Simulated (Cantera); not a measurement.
Input: 1 mol BN, 0.32 mol H₂, at 10000 Pa.

These are equilibrium values from Cantera (NASA tables, ideal gas, pure condensed phases), not measurements of a reactor. Candidate condensed phases: B, BN; 15 gas species. Mutual solubility and eutectic melting of coexisting phases are not modelled. The tables' values for BH₂ are old estimates; treat these amounts as uncertain. Gases not in the tables: B₂H₆ and higher boranes. Equilibrium is a limit: real reactors are often held back by kinetics, nucleation or transport.

x: gas mole fraction; n: condensed amount in mol.

| T (°C) | x H₂ | x N₂ | x H | x B | x BH₂ | x BN | x BH | n B(s) | n BN(s) | n B(l) |
|---|---|---|---|---|---|---|---|---|---|---|
| 1675 | 0.996 | 0.000530 | 0.00357 | 5.48e-7 | 0.000343 | 5.03e-9 | 4.82e-7 | 0.000227 | 1.000 | 0 |
| 1750 | 0.992 | 0.00165 | 0.00598 | 1.95e-6 | 0.000529 | 2.58e-8 | 1.29e-6 | 0.000888 | 0.999 | 0 |
| 1825 | 0.985 | 0.00474 | 0.00966 | 6.30e-6 | 0.000788 | 1.18e-7 | 3.21e-6 | 0.00280 | 0.997 | 0 |
| 1900 | 0.971 | 0.0127 | 0.0150 | 1.88e-5 | 0.00113 | 4.83e-7 | 7.47e-6 | 0.00788 | 0.992 | 0 |
| 1975 | 0.944 | 0.0316 | 0.0226 | 5.21e-5 | 0.00156 | 1.80e-6 | 1.63e-5 | 0.0206 | 0.979 | 0 |
| 2050 | 0.891 | 0.0744 | 0.0325 | 0.000135 | 0.00204 | 6.15e-6 | 3.31e-5 | 0.0516 | 0.948 | 0 |
| 2125 | ? | ? | ? | ? | 0.00228 | ? | ? | 0 | ? | ? |
| 2200 | ? | ? | ? | ? | 0.00180 | ? | ? | 0 | ? | ? |
| 2275 | 0.348 | 0.591 | 0.0577 | 0.00136 | 0.00154 | 0.000117 | 0.000119 | 0 | 0 | 0.997 |
| 2350 | 0.334 | 0.584 | 0.0769 | 0.00266 | 0.00178 | 0.000203 | 0.000194 | 0 | 0 | 0.996 |
| 2425 | 0.316 | 0.576 | 0.100 | 0.00502 | 0.00201 | 0.000339 | 0.000304 | 0 | 0 | 0.993 |

Task: Fill in the missing entries.

Result: 
- 2200, x H₂: 0.493
- 2200, x N₂: 0.455
- 2200, x H: 0.0495
- 2200, x B: 0.000667
- 2200, x BN: 5.72e-5
- 2200, x BH: 8.30e-5
- 2200, n BN(s): 0.439
- 2200, n B(l): 0.559
- 2125, x H₂: 0.770
- 2125, x N₂: 0.184
- 2125, x H: 0.0437
- 2125, x B: 0.000312
- 2125, x BN: 1.94e-5
- 2125, x BH: 5.85e-5
- 2125, n BN(s): 0.852
- 2125, n B(l): 0.147
